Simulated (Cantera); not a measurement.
Cantera run:

```python
import numpy as np
import cantera as ct

gas_names = [...]  # 113 gases of nasa_gas.yaml made of C, H, O, Pb
cond_names = """
    C(gr) C6H6(L) C7H8(L) C8H18(L),n-octa H2O(s) H2O(L) Pb(cr) Pb(L) PbO(rd) PbO(yw) PbO(L) PbO2(s)
    Pb3O4(s)
""".split()


# ... load() reads the species with a 1 bar reference pressure and builds the phases ...
atoms = {
    'PbO': {'Pb': 1, 'O': 1},
    'C': {'C': 1},
    'H2': {'H': 2},
    'CH4': {'C': 1, 'H': 4},
}
top_T = {'C(gr)': 4500, 'Pb3O4(s)': 820}  # K; cautious upper limits of use, not melting points


# ... equilibrate(T, P, feed) seeds the gas with the atoms and calls Mixture.equilibrate('TP', solver="vcs", rtol=1e-11, max_steps=5000) ...
results = []
feed = {'PbO': 1, 'C': 7.7, 'H2': 4.2, 'CH4': 0.9}  # mol
P = 10000  # Pa
for T in [875, 925, 975, 1025, 1075, 1125, 1175, 1225, 1275, 1325, 1375, 1425, 1475, 1525]:
    mix = equilibrate(T, P, feed)
    results.append((T, P, feed, dict(zip(mix.species_names, mix.species_moles))))
    x = sorted(zip(gas.X, gas.species_names), reverse=True)
    print(f"T = {T:g} K  P = {P:g} Pa  gas = {mix.phase_moles(0):.4g} mol")
    print("   x: " + "  ".join(f"{s} {v:.3e}" for v, s in x if v > 0.001))
    print("   condensed (mol): " + ("  ".join(f"{mix.phase(i).name} {mix.phase_moles(i):.4g}"
          for i in range(1, mix.n_phases) if mix.phase_moles(i) > 1e-12) or "none"))
```

It prints:

```
T = 875 K  P = 10000 Pa  gas = 6.519 mol
   x: H2 8.273e-01  CO 9.896e-02  H2O 3.337e-02  CH4 2.988e-02  CO2 1.053e-02
   condensed (mol): C(gr) 7.691  Pb(L) 1
T = 925 K  P = 10000 Pa  gas = 6.757 mol
   x: H2 8.405e-01  CO 1.234e-01  CH4 1.603e-02  H2O 1.542e-02  CO2 4.579e-03
   condensed (mol): C(gr) 7.627  Pb(L) 0.9998
T = 975 K  P = 10000 Pa  gas = 6.879 mol
   x: H2 8.473e-01  CO 1.350e-01  CH4 9.020e-03  H2O 6.873e-03  CO2 1.750e-03
   condensed (mol): C(gr) 7.597  Pb(L) 0.9994
T = 1025 K  P = 10000 Pa  gas = 6.938 mol
   x: H2 8.509e-01  CO 1.396e-01  CH4 5.322e-03  H2O 3.152e-03
   condensed (mol): C(gr) 7.59  Pb(L) 0.9981
T = 1075 K  P = 10000 Pa  gas = 6.97 mol
   x: H2 8.528e-01  CO 1.414e-01  CH4 3.279e-03  H2O 1.524e-03
   condensed (mol): C(gr) 7.59  Pb(L) 0.9947
T = 1125 K  P = 10000 Pa  gas = 6.992 mol
   x: H2 8.531e-01  CO 1.420e-01  CH4 2.100e-03  Pb 1.892e-03
   condensed (mol): C(gr) 7.592  Pb(L) 0.9868
T = 1175 K  P = 10000 Pa  gas = 7.017 mol
   x: H2 8.518e-01  CO 1.420e-01  Pb 4.354e-03  CH4 1.389e-03
   condensed (mol): C(gr) 7.594  Pb(L) 0.9694
T = 1225 K  P = 10000 Pa  gas = 7.057 mol
   x: H2 8.480e-01  CO 1.414e-01  Pb 9.345e-03
   condensed (mol): C(gr) 7.595  Pb(L) 0.934
T = 1275 K  P = 10000 Pa  gas = 7.129 mol
   x: H2 8.402e-01  CO 1.401e-01  Pb 1.886e-02
   condensed (mol): C(gr) 7.596  Pb(L) 0.8655
T = 1325 K  P = 10000 Pa  gas = 7.258 mol
   x: H2 8.257e-01  CO 1.377e-01  Pb 3.605e-02
   condensed (mol): C(gr) 7.597  Pb(L) 0.7383
T = 1375 K  P = 10000 Pa  gas = 7.489 mol
   x: H2 8.005e-01  CO 1.335e-01  Pb 6.565e-02
   condensed (mol): C(gr) 7.598  Pb(L) 0.5082
T = 1425 K  P = 10000 Pa  gas = 7.903 mol
   x: H2 7.587e-01  CO 1.265e-01  Pb 1.145e-01
   condensed (mol): C(gr) 7.598  Pb(L) 0.09463
T = 1475 K  P = 10000 Pa  gas = 7.998 mol
   x: H2 7.498e-01  CO 1.250e-01  Pb 1.250e-01
   condensed (mol): C(gr) 7.599
T = 1525 K  P = 10000 Pa  gas = 7.999 mol
   x: H2 7.498e-01  CO 1.250e-01  Pb 1.250e-01
   condensed (mol): C(gr) 7.599
```

Equilibrium computed with Cantera from the NASA thermochemical tables; the gas is ideal and each condensed phase is pure.
